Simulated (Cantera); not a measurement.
# Reactions in the system Cl-Fe-O

Standard-state values (1 bar) from the NASA 1993 polynomials, evaluated with Cantera. Values are per mole of reaction as written; species without (g) are pure solids or liquids, kept so even where they would boil at 1 bar.

2 FeCl2(g) + O3(g) ⇌ Fe2O3 + 2 Cl2(g)

```
T (K)  ΔH° (kJ)  ΔS° (J/K)  ΔG° (kJ)  log10 K
-----  --------  ---------  --------  -------
1475     -637.1     -241.8    -280.4     9.93
1525     -635.6     -240.8    -268.3     9.19
1575     -634.1     -239.9    -256.3     8.50
1625     -632.7     -239.0    -244.4     7.85
1675     -631.3     -238.1    -232.4     7.25
1725     -629.9     -237.3    -220.5     6.68
```
